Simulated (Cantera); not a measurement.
Feed: 1 mol Ti, a varied amount of CO, 180 mol H₂, held at 14.0 bar.

Points: T (K) = 1073, 1173, 1273, 1373, 1473, 1573, 1673, 1773, 1873, 1973, 2073; n(CO) (mol) = 3.5, 4.3, 5.2, 6.4, 7.8, 9.5, 12, 14.

Cantera's Mixture.equilibrate('TP', solver="vcs", rtol=1e-11, max_steps=5000) on the NASA tables stopped like this:

```
ERROR: FAILURE its = 5001!

*******************************************************************************
CanteraError thrown by MultiPhase::equilibrate:
VCS solver failed. Return code: -1
*******************************************************************************
```

### Question
What got this run through?

### Answer
One answer among several that fit: The failure is numerical, not chemical. The same input converged with solver="gibbs", rtol=1e-10, max_steps=50000, and the result passed a check of the equilibrium conditions:
```
   1073        3.5  TiO2(ru)
   1073        4.3  TiO2(ru)
   1073        5.2  TiO2(ru)
   1073        6.4  TiO2(ru)
   1073        7.8  TiO2(ru)
   1073        9.5  TiO2(ru)
   1073         12  TiO2(ru)
   1073         14  TiO2(ru)
   1173        3.5  TiO2(ru)
   1173        4.3  TiO2(ru)
   1173        5.2  TiO2(ru)
   1173        6.4  TiO2(ru)
   1173        7.8  TiO2(ru)
   1173        9.5  TiO2(ru)
   1173         12  TiO2(ru)
   1173         14  TiO2(ru)
   1273        3.5  TiO2(ru)
   1273        4.3  TiO2(ru)
   1273        5.2  TiO2(ru)
   1273        6.4  TiO2(ru)
   1273        7.8  TiO2(ru)
   1273        9.5  TiO2(ru)
   1273         12  TiO2(ru)
   1273         14  TiO2(ru)
   1373        3.5  Ti4O7(s)
   1373        4.3  Ti4O7(s)
   1373        5.2  Ti4O7(s)
   1373        6.4  Ti4O7(s)
   1373        7.8  TiO2(ru)
   1373        9.5  TiO2(ru)
   1373         12  TiO2(ru)
   1373         14  TiO2(ru)
   1473        3.5  Ti3O5(b)
   1473        4.3  Ti3O5(b)
   1473        5.2  Ti3O5(b)
   1473        6.4  Ti3O5(b)
   1473        7.8  Ti3O5(b)
   1473        9.5  Ti3O5(b) + Ti4O7(s)
   1473         12  Ti4O7(s)
   1473         14  Ti4O7(s)
   1573        3.5  Ti2O3(b)
   1573        4.3  Ti2O3(b) + Ti3O5(b)
   1573        5.2  Ti3O5(b)
   1573        6.4  Ti3O5(b)
   1573        7.8  Ti3O5(b)
   1573        9.5  Ti3O5(b)
   1573         12  Ti3O5(b)
   1573         14  Ti3O5(b)
   1673        3.5  TiC(s) + Ti2O3(b)
   1673        4.3  TiC(s) + Ti2O3(b)
   1673        5.2  TiC(s) + Ti2O3(b)
   1673        6.4  TiC(s) + Ti2O3(b)
   1673        7.8  TiC(s) + Ti2O3(b)
   1673        9.5  TiC(s) + Ti2O3(b)
   1673         12  TiC(s) + Ti2O3(b)
   1673         14  TiC(s) + Ti2O3(b)
   1773        3.5  TiC(s) + Ti2O3(b)
   1773        4.3  TiC(s) + Ti2O3(b)
   1773        5.2  TiC(s) + Ti2O3(b)
   1773        6.4  TiC(s) + Ti2O3(b)
   1773        7.8  TiC(s) + Ti2O3(b)
   1773        9.5  TiC(s) + Ti2O3(b)
   1773         12  TiC(s) + Ti2O3(b)
   1773         14  TiC(s) + Ti2O3(b)
   1873        3.5  TiC(s) + Ti2O3(b)
   1873        4.3  TiC(s) + Ti2O3(b)
   1873        5.2  TiC(s) + Ti2O3(b)
   1873        6.4  TiC(s) + Ti2O3(b)
   1873        7.8  TiC(s) + Ti2O3(b)
   1873        9.5  TiC(s) + Ti2O3(b)
   1873         12  TiC(s) + Ti2O3(b)
   1873         14  TiC(s) + Ti2O3(b)
   1973        3.5  TiC(s) + Ti2O3(b)
   1973        4.3  TiC(s) + Ti2O3(b)
   1973        5.2  TiC(s) + Ti2O3(b)
   1973        6.4  TiC(s) + Ti2O3(b)
   1973        7.8  TiC(s) + Ti2O3(b)
   1973        9.5  TiC(s) + Ti2O3(b)
   1973         12  TiC(s) + Ti2O3(b)
   1973         14  TiC(s) + Ti2O3(b)
   2073        3.5  TiC(s) + Ti2O3(b)
   2073        4.3  TiC(s) + Ti2O3(b)
   2073        5.2  TiC(s) + Ti2O3(b)
   2073        6.4  TiC(s) + Ti2O3(b)
   2073        7.8  TiC(s) + Ti2O3(b)
   2073        9.5  TiC(s) + Ti2O3(b)
   2073         12  TiC(s) + Ti2O3(b)
   2073         14  TiC(s) + Ti2O3(b)
```

The gas is ideal and each condensed phase is pure. Mutual solubility and eutectic melting of coexisting phases are not modelled. TiC: taken at fixed stoichiometry. Condensed phases not in the tables: Magnéli phases beyond Ti4O7.
